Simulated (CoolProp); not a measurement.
Vapour-liquid equilibrium of dimethyl ether (1) + R236EA (2) at 9.85 °C; x and y are mole fractions of (1).

Computed with CoolProp (multi-fluid Helmholtz-energy mixture model, Wu 2011 and Rui 2013; pair parameters Bell 2016).

```
x      bubble pressure, mixture model (kPa)  bubble pressure, Raoult's law (kPa)  y, mixture model  y, Raoult's law
-----  ------------------------------------  -----------------------------------  ----------------  ---------------
0.05                                  118.8                                130.1             0.061            0.143
0.125                                 121.5                                149.2             0.159            0.311
0.2                                   125.7                                168.2             0.266            0.442
0.275                                 131.9                                187.3             0.382            0.545
0.35                                  140.9                                206.4             0.501            0.630
0.425                                 153.6                                225.4             0.616            0.700
0.5                                   170.7                                244.5             0.720            0.760
0.575                                 192.5                                263.5             0.808            0.811
0.65                                  219.1                                282.6             0.876            0.855
0.725                                 250.0                                301.7             0.925            0.893
0.8                                   283.8                                320.7             0.959            0.927
0.875                                 318.5                                339.8             0.981            0.957
0.95                                  351.6                                358.8             0.994            0.984
```

The largest gap from Raoult's law is -31.9 % in bubble pressure, at x = 0.425. No azeotrope shows between x = 0.05 and 0.95.

The pair parameters rest on a limited set of measurements; away from them the model extrapolates.
